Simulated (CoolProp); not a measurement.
Saturation properties of octamethyltrisiloxane (MDM) (Tc = 565.4 K, pc = 1438 kPa, ω = 0.528).

Computed with CoolProp (reference Helmholtz-energy equation of state, Thol 2017).

```
T (K)  p (kPa)  liquid density (kg/m³)  liquid cp (kJ/(kg K))  vapour Z  surface tension (mN/m)
-----  -------  ----------------------  ---------------------  --------  ----------------------
389.7      [?]                   718.1                  2.014    0.9653                    8.94
397.4    45.26                     [?]                  2.034    0.9585                    8.37
405.1    57.20                   700.2                  2.055    0.9508                    7.81
412.7    71.28                   691.1                  2.076    0.9423                    7.27
420.4    88.18                   681.7                  2.097    0.9327                    6.73
428.1    108.0                   672.0                  2.119    0.9221                    6.21
435.7    130.9                   662.3                  2.141       [?]                    5.71
443.4    157.6                   652.1                  2.164    0.8979                    5.21
451.1    188.4                   641.7                  2.187    0.8839                    4.73
458.7    223.1                   631.0                  2.211    0.8689                     [?]
466.4    262.9                   619.8                  2.236       [?]                    3.83
474.1    308.0                     [?]                  2.263    0.8343                    3.39
481.7    358.0                   596.1                  2.291    0.8150                    2.98
489.4    414.7                     [?]                  2.322    0.7936                    2.58
497.1    477.9                   569.9                  2.356    0.7703                    2.20
```

Q: Complete the blanks.

A: 
- 389.7, p (kPa): 35.40
- 397.4, liquid density (kg/m³): 709.3
- 435.7, vapour Z: 0.9106
- 458.7, surface tension (mN/m): 4.28
- 466.4, vapour Z: 0.8523
- 474.1, liquid density (kg/m³): 608.1
- 489.4, liquid density (kg/m³): 583.4

It boils at 425.6 K under 1 atm.

Surface tension comes from a separate correlation (Mulero 2014), older than this fluid's equation and unchecked against measurements.
